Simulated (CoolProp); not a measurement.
A Linde-Hampson liquefier for dry air: isothermal reversible compression at 290 K from 1 atm to 25 MPa, throttling to 1 atm, return gas leaving the recuperator 5 K below the feed. Each further row changes one setting.

Values from CoolProp's reference Helmholtz-energy equation of state, Lemmon 2000. It is a pseudo-pure fit of the blend.

```csv
case,liquid yield per pass,compression work (kJ/kg of gas)
as stated,0.090,457
high pressure 50 MPa,0.104,524
warm-end temperature 320 K,0.064,508
warm-end gap 10 K,0.079,457
```
